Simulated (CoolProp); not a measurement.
Properties of nitrogen at several states.

Values from CoolProp's reference Helmholtz-energy equation of state, Span 2000.

```json
[
 {"T (°C)": "-160.25", "p (kPa)": "8450", "phase": "liquid", "density (kg/m³)": "661.9", "cp (kJ/(kg K))": "2.187", "cv (kJ/(kg K))": "0.9553", "viscosity (µPa s)": "66.1", "conductivity (mW/(m K))": "92.1"},
 {"T (°C)": "-109.95", "p (kPa)": "5850", "phase": "supercritical", "density (kg/m³)": "164.8", "cp (kJ/(kg K))": "1.946", "cv (kJ/(kg K))": "0.8451", "viscosity (µPa s)": "14.4", "conductivity (mW/(m K))": "24.5"},
 {"T (°C)": "-7.45", "p (kPa)": "337", "phase": "gas", "density (kg/m³)": "4.281", "cp (kJ/(kg K))": "1.047", "cv (kJ/(kg K))": "0.7436", "viscosity (µPa s)": "16.3", "conductivity (mW/(m K))": "23.5"}
]
```

Viscosity comes from a separate model (Lemmon 2004). Thermal conductivity comes from a separate model (Lemmon 2004).
